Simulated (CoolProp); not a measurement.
Vapour-liquid equilibrium of R143a (1) + isobutane (2) at 244 K; x and y are mole fractions of (1).

Values from CoolProp's multi-fluid Helmholtz-energy mixture model, Lemmon and Jacobsen 2000 and Bücker 2006; pair parameters Bell 2016.

| x | bubble pressure, mixture model (kPa) | bubble pressure, Raoult's law (kPa) | y, mixture model | y, Raoult's law |
|---|---|---|---|---|
| 0.05 | 87.33 | 57.17 | 0.460 | 0.194 |
| 0.125 | 127.5 | 70.21 | 0.646 | 0.396 |
| 0.2 | 153.1 | 83.25 | 0.717 | 0.534 |
| 0.275 | 169.5 | 96.28 | 0.754 | 0.635 |
| 0.35 | 180.3 | 109.3 | 0.776 | 0.712 |
| 0.425 | 188.0 | 122.4 | 0.793 | 0.772 |
| 0.5 | 194.0 | 135.4 | 0.806 | 0.821 |
| 0.575 | 199.1 | 148.4 | 0.820 | 0.861 |
| 0.65 | 204.0 | 161.5 | 0.835 | 0.895 |
| 0.725 | 208.9 | 174.5 | 0.853 | 0.924 |
| 0.8 | 213.7 | 187.5 | 0.877 | 0.948 |
| 0.875 | 218.1 | 200.6 | 0.910 | 0.970 |
| 0.95 | 221.3 | 213.6 | 0.957 | 0.989 |

The largest gap from Raoult's law is +83.9 % in bubble pressure, at x = 0.2. No azeotrope shows between x = 0.05 and 0.95.

The pair parameters rest on a limited set of measurements; away from them the model extrapolates. With so large a gap from Raoult's law the liquid may split in two, which this calculation doesn't test in full.
